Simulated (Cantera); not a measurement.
A freely propagating, adiabatic, planar premixed flame of CH4 : C2H6 : C3H8 : O2 : N2 = 1 : 0.067 : 0.17 : 4.67 : 15 (molar parts), equivalence ratio 0.66, unburnt at 625 K and 190000 Pa; mixture-averaged transport, grid criteria slope 0.08 and curve 0.16, no radiation.

Detailed kinetics in Cantera: GRI-Mech 3.0 (53 species, 325 reactions). GRI-Mech 3.0 was tuned for natural gas; its chemistry of propane as a main component is partial and can be far from experiment. Burning velocities carry a grid error of a few per cent, more on coarse grids.

How do the results move with these cheaper or finer settings: unity-Lewis-number transport; multicomponent transport; multicomponent+Soret transport; grid criteria slope 0.5, curve 1; grid criteria slope 0.25, curve 0.5; grid criteria slope 0.03, curve 0.06?


```
setting                               laminar burning velocity  thermal thickness  peak x(CH2O)  peak x(CO)  grid points
------------------------------------  ------------------------  -----------------  ------------  ----------  -----------
as above                                              103 cm/s           0.198 mm       0.00147      0.0380          132
unity-Lewis-number transport                         90.0 cm/s           0.197 mm       0.00113      0.0340          124
multicomponent transport                              103 cm/s           0.200 mm       0.00148      0.0381          132
multicomponent+Soret transport                        102 cm/s           0.201 mm       0.00148      0.0379          132
grid criteria slope 0.5, curve 1                      116 cm/s           0.218 mm       0.00150      0.0386           32
grid criteria slope 0.25, curve 0.5                   107 cm/s           0.206 mm       0.00146      0.0380           53
grid criteria slope 0.03, curve 0.06                  101 cm/s           0.196 mm       0.00147      0.0378          343
```
The base run took very roughly 4 core-seconds.
Unity Lewis numbers drop preferential diffusion, which matters most where H2 and H carry the flame; Soret adds thermal diffusion.
